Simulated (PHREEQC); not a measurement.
## Phosphoric acid bath: speciation

Solution (25 °C): 4.1 mmol/kgw H3PO4. Closed to the air; pH follows from the charge balance.

All values are PHREEQC results (ion-association model, phreeqc.dat), not measurements.

Each row changes one thing in this solution. Precipitation was switched off in this run.

```json
[
 {"case": "as made", "pH": "2.55", "ionic strength (mol/kgw)": "0.00295", "H2PO4- (mol/kgw)": "0.00295", "H3PO4 (mol/kgw)": "0.00115", "HPO4-2 (mol/kgw)": "7.82e-8"},
 {"case": "temperature from 25 to 70 °C", "pH": "2.60", "ionic strength (mol/kgw)": "0.00264", "H2PO4- (mol/kgw)": "0.00264", "H3PO4 (mol/kgw)": "0.00146", "HPO4-2 (mol/kgw)": "9.83e-8"},
 {"case": "H3PO4 replaced by NaH2PO4 at the same molality", "pH": "4.86", "ionic strength (mol/kgw)": "0.00414", "H2PO4- (mol/kgw)": "0.00407", "H3PO4 (mol/kgw)": "7.75e-6", "HPO4-2 (mol/kgw)": "2.24e-5"},
 {"case": "H3PO4 from 0.0041 to 0.00451 mol/kgw", "pH": "2.52", "ionic strength (mol/kgw)": "0.00318", "H2PO4- (mol/kgw)": "0.00318", "H3PO4 (mol/kgw)": "0.00133", "HPO4-2 (mol/kgw)": "7.89e-8"},
 {"case": "H3PO4 from 0.0041 to 0.00041 mol/kgw", "pH": "3.42", "ionic strength (mol/kgw)": "0.000389", "H2PO4- (mol/kgw)": "0.000389", "H3PO4 (mol/kgw)": "2.13e-5", "HPO4-2 (mol/kgw)": "6.79e-8"},
 {"case": "0.00013 mol/kgw NaHF2 added", "pH": "2.56", "ionic strength (mol/kgw)": "0.00302", "H2PO4- (mol/kgw)": "0.00297", "H3PO4 (mol/kgw)": "0.00113", "HPO4-2 (mol/kgw)": "8.05e-8"}
]
```

At this temperature some constants are extrapolated from 25 °C, and those without enthalpy data are left unchanged.
